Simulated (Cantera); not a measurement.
A freely propagating, adiabatic, planar premixed flame of CH4 : O2 : N2 = 1 : 2.9 : 10.9 (molar parts), unburnt at 375 K and 15000 Pa; multicomponent+Soret transport, grid criteria slope 0.08 and curve 0.16, no radiation.

Model: GRI-Mech 3.0 (53 species, 325 reactions), integrated in Cantera. Burning velocities carry a grid error of a few per cent, more on coarse grids.

x: mole fraction of selected species; z is measured from the peak of heat release.

```
z (mm)  T (K)  u (m/s)     x CH4    x O2     x HO2       x O    x N2O  x CH2CO
------  -----  -------  --------  ------  --------  --------  -------  -------
-7.62     375    0.554    0.0675   0.196   1.97e-8     <1e-8    <1e-8    <1e-8
-5.08     376    0.555    0.0674   0.196         ?     <1e-8    <1e-8    <1e-8
-3.81     379    0.560    0.0670   0.196   1.85e-6     <1e-8    <1e-8    <1e-8
-2.54     416    0.616    0.0642   0.194   2.27e-5   1.22e-7    <1e-8  3.38e-8
-1.27     731     1.09    0.0474   0.171   5.24e-5   1.09e-5    <1e-8  1.89e-6
-0.635   1072     1.61    0.0278   0.139   7.85e-5  0.000134    <1e-8  1.11e-5
0        1401     2.12   0.00757   0.101  0.000100   0.00121  1.32e-8  1.88e-5
0.635    1534     2.33  0.000728  0.0797   1.88e-5   0.00410  2.39e-8  3.20e-6
1.27     1571     2.38         ?  0.0720         ?   0.00574        ?        ?
2.54     1611     2.42   9.37e-8  0.0672   3.78e-6   0.00619  3.72e-8    <1e-8
5.08     1663     2.49     <1e-8  0.0647   3.18e-6   0.00556  4.01e-8    <1e-8
10.2     1724     2.57     <1e-8  0.0632   2.45e-6   0.00418  4.65e-8    <1e-8
20.3     1783     2.65     <1e-8  0.0621   1.68e-6   0.00264  5.78e-8    <1e-8
```

Q: Some entries are withheld; supply them.

A: 
- -5.08, x HO2: 2.71e-7
- 1.27, x CH4: 3.95e-5
- 1.27, x HO2: 5.06e-6
- 1.27, x N2O: 3.19e-8
- 1.27, x CH2CO: 1.28e-7
